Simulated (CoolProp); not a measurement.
Properties of n-dodecane along the isotherm 620 K.

Values from CoolProp's reference Helmholtz-energy equation of state, Lemmon 2004. It is a short technical equation, of lower accuracy than the large ones.

```tsv
p (kPa)	phase	Z	viscosity (µPa s)	fugacity coefficient
28.7	gas	0.9919	9.61	0.9920
46.4	gas	0.9869	9.61	0.9871
75	gas	0.9788	9.61	0.9791
121	gas	0.9656	9.61	0.9665
196	gas	0.9436	9.61	0.9459
316	gas	0.9071	9.61	0.9135
511	gas	0.8440	9.63	0.8617
826	gas	0.7260	9.75	0.7797
1330	liquid	0.1016	62.6	0.5908
2160	liquid	0.1594	69.3	0.3872
3480	liquid	0.2475	77.7	0.2644
5630	liquid	0.3844	88.6	0.1898
9090	liquid	0.5940	103	0.1481
```

Viscosity comes from a separate model (Huber 2004).
